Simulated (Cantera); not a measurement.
A closed system holds: 1 mol Si3N4, 0.12 mol O2, a varied amount of H2, held at 1623.15 K and 100 Torr.

Cantera equilibrium calculation (NASA polynomials, part measured and part estimated; ideal gas, pure solids and liquids). Candidate condensed phases: H2O, Si, SiO2, Si2N2O, Si3N4; 35 gas species. Mutual solubility and eutectic melting of coexisting phases are not modelled. Rates play no part.

**Question.** At 490 mol H2, list the 4 most abundant gas species with their mole fractions, and the condensed phases.

**Answer.** H2 0.996, N2 0.00332, H 0.000189, SiO 0.000103. Condensed: Si(s) + Si2N2O(s) + Si3N4(s).
